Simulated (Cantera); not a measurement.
Charge: 1 mol B₂O₃, 1.2 mol NH₃, 0.14 mol N₂, held at 1973 K and 0.100 bar.

Method: chemical equilibrium by Gibbs-energy minimisation in Cantera with the NASA 1993 tables (ideal gas, pure condensed phases). Candidate condensed phases: B, BN, B₂O₃, B₃O₃H₃, H₂O; 39 gas species. The numbers say what is thermodynamically allowed, not how fast it happens.

Base state: H₂ 0.434, N₂ 0.208, B₂O₃ 0.194, HBO₂ 0.0833, HBO 0.0512, B₂O₂ 0.0171, BO 0.00494, H₂O 0.00357 (mole fractions); condensed: gas only.

Task: What changes in the equilibrium state with this change: temperature from 1973 K to 2025 K?

Result: 
```csv
species,before,after
H₂,0.434,0.430
N₂,0.208,0.208
B₂O₃,0.194,0.191
HBO₂,0.0833,0.0860
HBO,0.0512,0.0531
B₂O₂,0.0171,0.0172
BO₂,6.18e-5,0.000101
H,0.00281,0.00399
BO,0.00494,0.00699
H₂O,0.00357,0.00421
```

Task: What changes in the equilibrium state with this change: pressure from 0.100 bar to 1.00 bar?

Result: 
```csv
species,before,after
H₂,0.434,0.626
N₂,0.208,0.272
HBO₂,0.0833,0.0321
B₂O₃,0.194,0.0304
B₂O₂,0.0171,0.00406
HBO,0.0512,0.0299
B₃O₃H₃,1.74e-6,3.48e-5
BO₂,6.18e-5,6.28e-6
BO,0.00494,0.000760
H,0.00281,0.00107
"B₂O₃(l), mol",0,0.821
```

Task: What changes in the equilibrium state with this change: temperature from 1973 K to 1898.15 K?

Result: 
```tsv
species	before	after
H₂	0.434	0.514
N₂	0.208	0.235
B₂O₃	0.194	0.124
B₂O₂	0.0171	0.0118
HBO₂	0.0833	0.0638
HBO	0.0512	0.0436
BO₂	6.18e-5	2.18e-5
BO	0.00494	0.00241
H	0.00281	0.00177
H₂O	0.00357	0.00288
B₂O₃(l), mol	0	0.398
```
